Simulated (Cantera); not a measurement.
Mixture: 4.00 % CH3OH, 12.5 % O2, 83.5 % N2, at 2400000 Pa, adiabatic and at constant pressure. Ignition delay is the time to a rise of 400 K.

Detailed kinetics in Cantera: GRI-Mech 3.0 (53 species, 325 reactions). GRI-Mech 3.0 was tuned for natural gas; its chemistry of methanol as a main component is partial and can be far from experiment. The pressure lies above the range GRI-Mech 3.0 was tuned for (to about 10 atm).

Q: Predict: delay at 1300 K; delay at 1400 K; delay at 1500 K; delay at 1600 K; delay at 1700 K; delay at 1800 K; delay at 1900 K; apparent activation energy between 1700 and 1900 K.

A: 
```
Item                                                     Value
--------------------------------------------------  ----------
delay at 1300 K                                       0.253 ms
delay at 1400 K                                        73.4 µs
delay at 1500 K                                        27.0 µs
delay at 1600 K                                        12.0 µs
delay at 1700 K                                        6.11 µs
delay at 1800 K                                        3.53 µs
delay at 1900 K                                        2.29 µs
apparent activation energy between 1700 and 1900 K  130 kJ/mol
```
